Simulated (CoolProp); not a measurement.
Nitrous oxide at 267.64 K and 16.1 MPa is throttled through a valve to 6.42 MPa with no heat exchange. Each further row changes one setting.

The numbers come from the reference Helmholtz-energy equation of state, Lemmon 2006 in CoolProp. It is a short technical equation, of lower accuracy than the large ones.

```
case                      temperature change (K)                       final phase  final density (kg/m³)
------------------------  ----------------------  --------------------------------  ---------------------
as stated                                   -0.5                            liquid                    958
outlet pressure 1.93 MPa                   -12.1  two-phase, vapour fraction 0.083                    389
outlet pressure 8.35 MPa                    -0.3                            liquid                    967
```
